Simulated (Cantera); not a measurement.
An adiabatic, constant-volume homogeneous reactor starts with CH₄ : O₂ : N₂ = 1 : 0.952 : 3.58 (molar parts), equivalence ratio 2.1, at 1448 K and 1.00 bar. Integrator tolerance rtol = 1e-08.

Computed with Cantera and GRI-Mech 3.0 (53 species, 325 reactions).

**Question.** What does this change do: 0.06 parts H2 added?

**Answer.** 
```csv
quantity,before,after
time of steepest temperature rise,2.69 ms,1.94 ms
temperature at 0.900 s,2672 K,2664 K
equilibrium temperature,2672 K,2664 K
x(CH₄) at 0.900 s,4.90e-11 (gas-phase equilibrium 5.50e-11),5.60e-11 (gas-phase equilibrium 6.28e-11)
x(O₂) at 0.900 s,3.62e-5 (gas-phase equilibrium 3.62e-5),3.13e-5 (gas-phase equilibrium 3.13e-5)
x(H₂O) at 0.900 s,0.119 (gas-phase equilibrium 0.119),0.119 (gas-phase equilibrium 0.119)
x(NO) at 0.900 s,0.000333 (gas-phase equilibrium 0.000333),0.000304 (gas-phase equilibrium 0.000304)
x(CH₂O) at 0.900 s,2.11e-8 (gas-phase equilibrium 2.11e-8),2.17e-8 (gas-phase equilibrium 2.17e-8)
```
